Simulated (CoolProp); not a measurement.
Vapour-liquid equilibrium of C2F6 (R116) (1) + R22 (2) at 200.1 K; x and y are mole fractions of (1).

The numbers come from the multi-fluid Helmholtz-energy mixture model, Lemmon 2006 and Kamei 1995; pair parameters Bell 2016 in CoolProp.

**Question.** Give the bubble pressure and the first vapour's composition at x = 0.2, 0.5, 0.65. Is there an azeotrope?

**Answer.** x = 0.2: 0.1083 MPa, y = 0.858; x = 0.5: 0.1179 MPa, y = 0.874; x = 0.65: 0.1198 MPa, y = 0.880. No azeotrope shows between x = 0.05 and 0.95.

The pair parameters rest on a limited set of measurements; away from them the model extrapolates. With so large a gap from Raoult's law the liquid may split in two, which this calculation doesn't test in full.
